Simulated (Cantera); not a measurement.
Feed: 1 mol Ca(OH)2, 2.8 mol H2, at 2248 K and 0.260 bar.

These are equilibrium values from Cantera (NASA tables, ideal gas, pure condensed phases), not measurements of a reactor. Candidate condensed phases: Ca, CaO, Ca(OH)2, H2O; 14 gas species. Rates play no part.

Base state: H2 0.726, H2O 0.261, H 0.0123, OH 0.000660, Ca(OH)2 0.000147, CaOH 0.000105, Ca 4.10e-5 (mole fractions); condensed: CaO(s).

What changes in the equilibrium state with this change: pressure from 0.260 bar to 15.0 mbar?


| species | before | after |
|---|---|---|
| H2 | 0.726 | 0.692 |
| H2O | 0.261 | 0.254 |
| H | 0.0123 | 0.0499 |
| Ca | 4.10e-5 | 0.000696 |
| O2 | 1.16e-6 | 2.09e-5 |
| O | 7.70e-6 | 0.000136 |
| CaO(s), mol | 0.999 | 0.995 |

What changes in the equilibrium state with this change: pressure from 0.260 bar to 1.30 mbar?


```csv
species,before,after
H2,0.726,0.589
H2O,0.261,0.234
H,0.0123,0.156
Ca,4.10e-5,0.00740
O2,1.16e-6,0.000285
O,7.70e-6,0.00171
CaO,2.72e-7,5.44e-5
OH,0.000660,0.00932
CaOH,0.000105,0.00134
"CaO(s), mol",0.999,0.963
```
